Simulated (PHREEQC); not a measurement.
# Acid rinse or clean (model solution)

Dissolve 18 mmol/kgw HF and 0.55 mmol/kgw ZnSO4 at 30 °C. Closed to the air; pH follows from the charge balance.

All values are PHREEQC results (ion-association model, phreeqc.dat), not measurements.

```json
{
  "pH": "2.52",
  "ionic_strength": "0.00519 mol/kgw",
  "total_alkalinity": "-18.0 meq/kg"
}
```

| species | molality | activity | log γ |
|---|---|---|---|
| HF | 0.0145 | 0.0145 | 0.001 |
| H+ | 0.00325 | 0.00302 | -0.031 |
| F- | 0.00315 | 0.00292 | -0.034 |
| Zn+2 | 0.000505 | 0.000372 | -0.133 |
| SO4-2 | 0.000414 | 0.000305 | -0.133 |
| HF2- | 0.000181 | 0.000168 | -0.034 |
| HSO4- | 0.000108 | 0.000100 | -0.034 |
| ZnSO4 | 2.76e-5 | 2.76e-5 | 0.001 |
| ZnF+ | 1.76e-5 | 1.63e-5 | -0.034 |

Precipitation was switched off in this run. Species that the database lacks are ignored.
